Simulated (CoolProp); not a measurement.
Properties of octamethyltrisiloxane (MDM) along the isotherm 480.7 K.

The numbers come from the reference Helmholtz-energy equation of state, Thol 2017 in CoolProp.

| p (MPa) | phase | density (kg/m³) | isothermal compressibility (1/MPa) | expansivity (1/kK) |
|---|---|---|---|---|
| 0.327 | gas | 23.23 | 3.813 | 4.079 |
| 0.653 | liquid | 600.8 | 0.01640 | 2.695 |
| 0.98 | liquid | 603.9 | 0.01540 | 2.589 |
| 1.31 | liquid | 606.9 | 0.01453 | 2.495 |
| 1.63 | liquid | 609.7 | 0.01377 | 2.413 |
| 1.96 | liquid | 612.4 | 0.01308 | 2.337 |
| 2.29 | liquid | 615.0 | 0.01246 | 2.267 |
| 2.61 | liquid | 617.4 | 0.01192 | 2.206 |
| 2.94 | liquid | 619.7 | 0.01142 | 2.148 |
| 3.27 | liquid | 622.0 | 0.01096 | 2.095 |
| 3.59 | liquid | 624.2 | 0.01055 | 2.047 |
